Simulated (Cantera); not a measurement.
Feed: 1 mol Si3N4, 3.3 mol CO2, 13 mol H2, at 37.0 mbar.

Equilibrium computed with Cantera from the NASA thermochemical tables; the gas is ideal and each condensed phase is pure. Candidate condensed phases: C, C6H6, C7H8, C8H18, H2O, Si, SiC, SiO2, Si2N2O, Si3N4; 151 gas species. Mutual solubility and eutectic melting of coexisting phases are not modelled. The tables hold silica as quartz up to 1696 K and as liquid above; real silica turns to tridymite and cristobalite and melts near 1996 K. The numbers say what is thermodynamically allowed, not how fast it happens. All values below are at 1275 K.

Base state: H2 0.771, CO 0.146, N2 0.0818, CH4 0.000204, H2O 4.87e-5, HCN 4.09e-5 (mole fractions); condensed: C(graphite) + SiO2(β-quartz) + Si2N2O(s).

What changes in the equilibrium state with this change: Si3N4 replaced by SiC?


```tsv
species	before	after
H2	0.771	0.737
CO	0.146	0.246
H2O	4.87e-5	0.0144
N2	0.0818	0
HCN	4.09e-5	0
CO2	5.56e-6	0.00290
CH4	0.000204	1.01e-6
C(graphite), mol	0.830	0
SiO2(β-quartz), mol	1.76	1.00
Si2N2O(s), mol	0.622	0
```
